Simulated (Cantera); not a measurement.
An isothermal, constant-pressure homogeneous reactor starts with NO : N2 = 1 : 0.6 (molar parts), at 1525 K and 2670 Pa. Integrator tolerance rtol = 1e-08.

Detailed kinetics in Cantera: GRI-Mech 3.0 (53 species, 325 reactions). Radical loss at walls, strong at low pressure, is not modelled.

Question: What does this change do: pressure from 2670 Pa to 8800 Pa?

Answer: 
| quantity | before | after |
|---|---|---|
| x(NO) at 200 s | 0.575 (gas-phase equilibrium 0.00158) | 0.486 (gas-phase equilibrium 0.00158) |
| x(O) at 200 s | 6.49e-6 (gas-phase equilibrium 1.95e-5) | 5.32e-6 (gas-phase equilibrium 1.07e-5) |
| x(NO2) at 200 s | 0.000154 (gas-phase equilibrium 1.55e-6) | 0.000406 (gas-phase equilibrium 2.82e-6) |
| x(O2) at 200 s | 0.0249 (gas-phase equilibrium 0.312) | 0.0693 (gas-phase equilibrium 0.312) |
| x(N2) at 200 s | 0.400 (gas-phase equilibrium 0.687) | 0.445 (gas-phase equilibrium 0.687) |
| x(N2O) at 200 s | 0.000102 (gas-phase equilibrium 1.46e-8) | 7.36e-5 (gas-phase equilibrium 2.66e-8) |

Question: What does this change do: N2 0.6 to 0.97 parts?

Answer: 
```
quantity                                           before                                     after
---------------  ----------------------------------------  ----------------------------------------
x(NO) at 200 s      0.575 (gas-phase equilibrium 0.00158)     0.474 (gas-phase equilibrium 0.00148)
x(O) at 200 s     6.49e-6 (gas-phase equilibrium 1.95e-5)   5.39e-6 (gas-phase equilibrium 1.76e-5)
x(NO2) at 200 s  0.000154 (gas-phase equilibrium 1.55e-6)  0.000105 (gas-phase equilibrium 1.31e-6)
x(O2) at 200 s       0.0249 (gas-phase equilibrium 0.312)      0.0167 (gas-phase equilibrium 0.253)
x(N2) at 200 s        0.400 (gas-phase equilibrium 0.687)       0.509 (gas-phase equilibrium 0.745)
x(N2O) at 200 s  0.000102 (gas-phase equilibrium 1.46e-8)   6.99e-5 (gas-phase equilibrium 1.43e-8)
```
